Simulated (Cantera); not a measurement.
A perfectly stirred reactor is fed with H₂ : O₂ = 0.048 : 1 (molar parts), equivalence ratio 0.024, at 1330 Pa; it is held at 1150 K, and followed from long to short residence time.

Model: GRI-Mech 3.0 (53 species, 325 reactions), integrated in Cantera. Radical loss at walls, strong at low pressure, is not modelled. The temperature is held fixed by assumption; the heat of reaction is taken as removed at once.

Task: What does this change do: 0.035 parts H2O added?

Result: 
| quantity | before | after |
|---|---|---|
| x(H₂) at τ = 0.810 s | 0.000210 | 0.000233 |
| x(O₂) at τ = 0.810 s | 0.950 | 0.919 |
| x(H₂O₂) at τ = 0.810 s | 7.80e-8 | 1.16e-7 |
| x(H) at τ = 0.810 s | 0.000251 | 0.000200 |
| x(O) at τ = 0.810 s | 0.00301 | 0.00215 |
| x(H₂) at τ = 65.0 ms | 0.000898 | 0.00102 |
| x(O₂) at τ = 65.0 ms | 0.940 | 0.911 |
| x(H₂O₂) at τ = 65.0 ms | 1.05e-7 | 1.59e-7 |
| x(H) at τ = 65.0 ms | 0.00220 | 0.00187 |
| x(O) at τ = 65.0 ms | 0.0119 | 0.00910 |
